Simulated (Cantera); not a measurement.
Cantera run, input and output.

```python
import numpy as np
import cantera as ct

gas = ct.Solution("gri30.yaml")
gas.TPX = 598, 480000, {'CH4': 1, 'C2H6': 0.11, 'O2': 3.79, 'N2': 14.2, 'CO2': 0.032}
inlet = ct.Reservoir(gas, clone=True)
gas.equilibrate("HP")  # start burning
reactor = ct.IdealGasConstPressureReactor(gas, energy="on", clone=False)
exhaust = ct.Reservoir(gas, clone=True)
tau = [0.36, 0.12, 0.043, 0.015, 0.0052, 0.0018, 0.00063, 0.00022, 7.6e-05, 2.6e-05][0]
for a, b in ((inlet, reactor), (reactor, exhaust)):
    ct.MassFlowController(a, b, mdot=lambda t: reactor.mass / tau)
net = ct.ReactorNet([reactor])
show = ['CH4', 'C2H6', 'O2', 'HO2', 'H2O2']

rows = []
print(f"{'tau/s':>10s}{'T/K':>9s}" + "".join(f"{s:>11s}" for s in show))
for tau in [0.36, 0.12, 0.043, 0.015, 0.0052, 0.0018, 0.00063, 0.00022, 7.6e-05, 2.6e-05]:
    net.initial_time = 0.0
    net.advance(30 * tau)
    before = gas.X
    net.advance(40 * tau)
    drift = np.max(np.abs(gas.X - before) / (gas.X + 1e-9))
    rows.append([gas.T, *gas[show].X, drift])
    print(f"{tau:10.3e}{gas.T:9.1f}" + "".join(f"{x:11.3e}" for x in gas[show].X))
```

Result:

```
     tau/s      T/K        CH4       C2H6         O2        HO2       H2O2
 3.600e-01   1955.4  6.913e-07  1.284e-08  7.281e-02  1.782e-06  1.169e-07
 1.200e-01   1955.4  1.962e-06  3.728e-08  7.294e-02  1.879e-06  1.224e-07
 4.300e-02   1954.3  4.891e-06  9.736e-08  7.300e-02  2.117e-06  1.352e-07
 1.500e-02   1951.5  1.135e-05  2.447e-07  7.307e-02  2.743e-06  1.656e-07
 5.200e-03   1945.7  2.426e-05  5.754e-07  7.321e-02  4.250e-06  2.266e-07
 1.800e-03   1934.4  4.986e-05  1.286e-06  7.355e-02  7.555e-06  3.315e-07
 6.300e-04   1913.7  1.025e-04  2.798e-06  7.433e-02  1.431e-05  4.937e-07
 2.200e-04   1875.4  2.248e-04  6.321e-06  7.615e-02  2.814e-05  7.411e-07
 7.600e-05   1798.2  6.197e-04  1.756e-05  8.095e-02  6.095e-05  1.162e-06
 2.600e-05    598.0  5.227e-02  5.750e-03  1.981e-01  3.741e-18 -5.584e-19
```

Computed with Cantera and GRI-Mech 3.0 (53 species, 325 reactions).
